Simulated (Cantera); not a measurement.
Charge: 1 mol Si₃N₄, 1.7 mol N₂O, 21 mol H₂, at 0.100 bar.

Method: chemical equilibrium by Gibbs-energy minimisation in Cantera with the NASA 1993 tables (ideal gas, pure condensed phases). Candidate condensed phases: H₂O, Si, SiO₂, Si₂N₂O, Si₃N₄; 35 gas species. Mutual solubility and eutectic melting of coexisting phases are not modelled. The tables hold silica as quartz up to 1696 K and as liquid above; real silica turns to tridymite and cristobalite and melts near 1996 K. Gases not in the tables: Si₂H₆ and higher silanes. Equilibrium is a limit: real reactors are often held back by kinetics, nucleation or transport.

What share of the Si ends up in condensed phases as a function of T (K), at 1473, 1573, 1673, 1773, 1873, 1973, 2073, 2173?


```
T (K)  Si condensed (%)                          as
-----  ----------------  --------------------------
1473              100.0  SiO₂(β-quartz) + Si₂N₂O(s)
1573               99.5  SiO₂(β-quartz) + Si₂N₂O(s)
1673               94.9  SiO₂(β-quartz) + Si₂N₂O(s)
1773               86.7                   Si₂N₂O(s)
1873               79.4           Si(l) + Si₂N₂O(s)
1973               42.9                       Si(l)
2073               42.1                       Si(l)
2173               40.0                       Si(l)
```
